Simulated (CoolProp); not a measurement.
CH2F2 (R32) along the isotherm 88.05 °C: density (kg/m³) from the reference equation and from simpler models built on Tc = 78.1 °C, pc = 5.783 MPa, ω = 0.277; each cubic takes its own stable root.

The numbers come from the reference Helmholtz-energy equation of state, Tillner-Roth 1997 in CoolProp.

| p (MPa) | phase | reference |
|---|---|---|
| 5.78 | gas | 189.7 |
| 11.6 | supercritical | 728.5 |
| 17.3 | supercritical | 808.1 |
| 23.1 | supercritical | 856.7 |
| 28.9 | supercritical | 892.4 |
| 34.7 | supercritical | 921.0 |
| 40.5 | supercritical | 945.0 |
| 46.3 | supercritical | 965.8 |
| 52 | supercritical | 983.9 |
| 57.8 | supercritical | 1000 |

How far does each simpler model (ideal gas, Soave-Redlich-Kwong) lie from the reference over these 10 states: mean and median of the absolute difference, and the worst?


- ideal gas: mean 36.6 %, median 39.3 %, worst -72.4 % at 88.05 °C and 11.6 MPa
- Soave-Redlich-Kwong: mean 19.9 %, median 20.2 %, worst -25.8 % at 88.05 °C and 11.6 MPa
